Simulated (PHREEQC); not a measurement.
Consider water at 41 °C with 0.04 mol/kgw HF, 0.0059 mol/kgw (CH3)4NF and 7.8e-05 mol/kgw H2SiF6. Closed to the air; pH follows from the charge balance.

All values are PHREEQC results (ion-association model, wateq4f.dat), not measurements.

This is a speciation only: nothing precipitates in the calculation.

### Question
Estimate the pH.

### Answer
pH 2.61.

### Question
In which forms is F present?

### Answer
HF 72 %, F- 16 %, H2F2 6.9 %, HF2- 4.5 %, SiF6-2 1.0 % of the F.

Species that the database lacks are ignored. (CH3)4N+ isn't in the database: it is added as a free cation with an ion size of 4 Å. wateq4f.dat counts part of the HF as a dimer, H2F2, which phreeqc.dat doesn't know; its constant is uncertain. At this temperature some constants are extrapolated from 25 °C, and those without enthalpy data are left unchanged. SiF6-2 is the database's only silicon fluoride.
